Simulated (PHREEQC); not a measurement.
A PHREEQC speciation (ion-association model, wateq4f.dat) at 66 °C gives pH 2.50 and these molalities:

```tsv
species	mol/kgw
FeSO4+	0.0282
SO4-2	0.0214
HSO4-	0.00820
FeOH+2	0.00590
Fe(SO4)2-	0.00529
H+	0.00384
Fe2(OH)2+4	0.00186
Fe(OH)2+	0.00111
Fe+3	0.000763
FeHSO4+2	0.000659
H2AsO4-	0.000338
H3AsO4	0.000222
Fe3(OH)4+5	0.000133
Fe(OH)3	1.66e-7
```

What are the element totals, and what could have been dissolved in 1 kg of water to give them?

This is not unique; one that fits is totals As(5) 0.000560, Fe(3) 0.0460, S(6) 0.0690 mol/kgw, from 0.023 mol Fe2(SO4)3 and 0.00056 mol H3AsO4 per kg of water.

This is a speciation only: nothing precipitates in the calculation. Examples of supersaturated solids here: Hematite (slow to form), Goethite (slow to form). Others may be too. The database's scorodite may be far more soluble than the real mineral, and it has no iron arsenate complexes; the constant wasn't checked at its source. At this temperature some constants are extrapolated from 25 °C, and those without enthalpy data are left unchanged.
